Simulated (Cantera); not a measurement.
Input: 1 mol SiH₂Cl₂, 61 mol N₂, equilibrated at 61.0 mbar.

Cantera equilibrium calculation (NASA polynomials, part measured and part estimated; ideal gas, pure solids and liquids). Candidate condensed phases: NH₄Cl, Si, Si₃N₄; 28 gas species. N₂ is the only nitrogen source here; it is nearly inert below about 1500 K, so the nitride shown seldom forms there in practice. The tables' values for SiCl₃, SiCl are old estimates; treat these amounts as uncertain. Rates play no part.

x: gas mole fraction; n: condensed amount in mol.

```
T (K)   x N₂   x HCl     x H₂   x SiCl₂  n Si₃N₄(s)
-----  -----  ------  -------  --------  ----------
725    0.971  0.0203  0.00589    <1e-12       0.272
825    0.970  0.0219  0.00511  7.67e-11       0.280
925    0.970  0.0230  0.00455   6.29e-9       0.286
1025   0.970  0.0238  0.00414   2.15e-7       0.290
1125   0.970  0.0244  0.00383   3.87e-6       0.293
1225   0.970  0.0249  0.00362   4.24e-5       0.295
1325   0.969  0.0249  0.00357  0.000304       0.292
1425   0.969  0.0242  0.00392   0.00138       0.275
1525   0.969  0.0218  0.00509   0.00364           …
1625   0.968  0.0179  0.00700   0.00628           …
1725   0.968  0.0138  0.00903   0.00867           …
1825   0.968  0.0102   0.0107    0.0106           …
```

### Question
What belongs in the gaps?

### Answer

- 1525, n Si₃N₄(s): 0.239
- 1625, n Si₃N₄(s): 0.193
- 1725, n Si₃N₄(s): 0.147
- 1825, n Si₃N₄(s): 0.108
